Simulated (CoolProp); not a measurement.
Vapour-liquid equilibrium of R13 (1) + propylene (2) at 0.258 MPa; x and y are mole fractions of (1).

The numbers come from the multi-fluid Helmholtz-energy mixture model, Platzer 1990 and Lemmon 2013; pair parameters Bell 2016 in CoolProp. This equation is an older, rougher fit; its heat capacities, sound speeds and derivatives of the liquid may be far off and weren't checked against measurements.

Problem. Give the bubble temperature and the first vapour's composition at x = 0.2, 0.5, 0.8. Is there an azeotrope?

Solution. x = 0.2: -43.9 °C, y = 0.601; x = 0.5: -54.3 °C, y = 0.814; x = 0.8: -59.2 °C, y = 0.918. No azeotrope shows between x = 0.05 and 0.95.

The pair parameters rest on a limited set of measurements; away from them the model extrapolates.
